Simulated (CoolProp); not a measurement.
Vapour-liquid equilibrium of R1234ze(E) (1) + R227EA (2) at 0.0173 bar; x and y are mole fractions of (1).

Model: multi-fluid Helmholtz-energy mixture model, Thol 2016 and Lemmon 2016; pair parameters Bell 2023, in CoolProp.

| x | bubble temperature (K) | y at the bubble point | dew temperature at overall composition x (K) | liquid density (mol/L) |
|---|---|---|---|---|
| 0.05 | 191.0 | 0.063 | 191.0 | 10.40 |
| 0.2 | ? | 0.242 | 190.6 | 10.72 |
| 0.35 | 190.1 | ? | 190.2 | 11.06 |
| 0.5 | 189.7 | 0.552 | 189.9 | 11.42 |
| 0.65 | 189.4 | 0.690 | 189.5 | ? |
| 0.8 | 189.2 | ? | 189.2 | ? |
| 0.95 | 188.9 | 0.955 | 189.0 | ? |

Task: Complete the blanks.

Result: 
- 0.2, bubble temperature (K): 190.5
- 0.35, y at the bubble point: 0.404
- 0.65, liquid density (mol/L): 11.81
- 0.8, y at the bubble point: 0.823
- 0.8, liquid density (mol/L): 12.22
- 0.95, liquid density (mol/L): 12.66

No azeotrope shows between x = 0.05 and 0.95.

Pair parameters are fitted to limited data, so mixtures are less certain than the pure fluids.
